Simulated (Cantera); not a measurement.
Charge: 1 mol SiH₂Cl₂, 1.5 mol N₂O, 1.9 mol N₂, equilibrated at 1525 K and 10.0 Torr.

These are equilibrium values from Cantera (NASA tables, ideal gas, pure condensed phases), not measurements of a reactor. Candidate condensed phases: H₂O, NH₄Cl, Si, SiO₂, Si₂N₂O, Si₃N₄; 47 gas species. Mutual solubility and eutectic melting of coexisting phases are not modelled. The tables' values for SiCl₃ are old estimates; treat these amounts as uncertain. The tables hold silica as quartz up to 1696 K and as liquid above; real silica turns to tridymite and cristobalite and melts near 1996 K. Kinetics and transport are ignored.

Base state: N₂ 0.627, HCl 0.325, H₂ 0.0272, SiCl₂ 0.00868, SiCl₄ 0.00603, SiCl₃ 0.00420, SiO 0.00159, Cl 0.000324 (mole fractions); condensed: SiO₂(β-quartz) + Si₂N₂O(s).

### Question
What changes in the equilibrium state with this change: SiH₂Cl₂ replaced by HMDSO?

### Answer
| species | before | after |
|---|---|---|
| H₂ | 0.0272 | 0.604 |
| N₂ | 0.627 | 0.228 |
| CO | 0 | 0.167 |
| HCl | 0.325 | 0 |
| SiO | 0.00159 | 0.000364 |
| SiCl₂ | 0.00868 | 0 |
| SiCl₄ | 0.00603 | 0 |
| SiO₂(β-quartz), mol | 0.697 | 0 |
| Si₂N₂O(s), mol | 0.0973 | 0 |
| C(graphite), mol | 0 | 1.50 |
| SiC(s), mol | 0 | 1.99 |
The feed counts by its element totals alone. Further candidate phases: C, C₆H₆, C₇H₈, C₈H₁₈, SiC.

### Question
What changes in the equilibrium state with this change: pressure from 10.0 Torr to 2.48 Torr?

### Answer
| species | before | after |
|---|---|---|
| N₂ | 0.627 | 0.622 |
| HCl | 0.325 | 0.312 |
| H₂ | 0.0272 | 0.0301 |
| SiCl₂ | 0.00868 | 0.0184 |
| SiO | 0.00159 | 0.0103 |
| SiCl₄ | 0.00603 | 0.00264 |
| H | 3.38e-5 | 7.14e-5 |
| SiHCl₃ | 5.71e-5 | 2.88e-5 |
| SiO₂(β-quartz), mol | 0.697 | 0.693 |
| Si₂N₂O(s), mol | 0.0973 | 0.0582 |

### Question
What changes in the equilibrium state with this change: temperature from 1525 K to 1725 K?

### Answer
```json
[
 {"species": "N₂", "before": "0.627", "after": "0.601"},
 {"species": "HCl", "before": "0.325", "after": "0.305"},
 {"species": "SiO", "before": "0.00159", "after": "0.0466"},
 {"species": "SiCl₂", "before": "0.00868", "after": "0.0172"},
 {"species": "H₂", "before": "0.0272", "after": "0.0242"},
 {"species": "Cl", "before": "0.000324", "after": "0.00244"},
 {"species": "H", "before": "3.38e-5", "after": "0.000250"},
 {"species": "SiO₂(β-quartz), mol", "before": "0.697", "after": "0"},
 {"species": "Si₂N₂O(s), mol", "before": "0.0973", "after": "0"},
 {"species": "SiO₂(condensed), mol", "before": "0", "after": "0.618"}
]
```
